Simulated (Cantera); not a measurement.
Si + H2O + N2 (thermal oxidation and active oxidation of silicon)

A closed system holds: 1 mol Si, 0.0019 mol H2O, 14 mol N2, held at 1250 K and 0.0435 Torr.

Equilibrium computed with Cantera from the NASA thermochemical tables; the gas is ideal and each condensed phase is pure. Candidate condensed phases: H2O, Si, SiO2, Si2N2O, Si3N4; 35 gas species. N2 is the only nitrogen source here; it is nearly inert below about 1500 K, so the nitride shown seldom forms there in practice. Mutual solubility and eutectic melting of coexisting phases are not modelled. Equilibrium is a limit: real reactors are often held back by kinetics, nucleation or transport.

| Property | Value |
|---|---|
| x(N2) | 1.000 |
| x(H2) | 0.000142 |
| x(SiO) | 1.28e-6 |
| n(Si2N2O(s)) | 0.00188 mol |
| n(Si3N4(s)) | 0.332 mol |
| gas amount | 13.34 mol |
| log10 activity of Si(s) (absent) | -1.77 |
